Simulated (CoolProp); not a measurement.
A Linde-Hampson liquefier for oxygen: isothermal reversible compression at 290 K from 1 atm to 10 MPa, throttling to 1 atm, return gas leaving the recuperator 0 K below the feed. Each further row changes one setting.

Model: reference Helmholtz-energy equation of state, Schmidt 1985, in CoolProp.

```
case                        liquid yield per pass  compression work (kJ/kg of gas)
--------------------------  ---------------------  -------------------------------
as stated                                     ___                              341
high pressure 20 MPa                        0.116                              390
warm-end temperature 320 K                    ___                              379
warm-end gap 5 K                              ___                              341
```

Complete the blanks.


- as stated, liquid yield per pass: 0.063
- warm-end temperature 320 K, liquid yield per pass: 0.048
- warm-end gap 5 K, liquid yield per pass: 0.052

Above 300 K oxygen's equation is extrapolated.
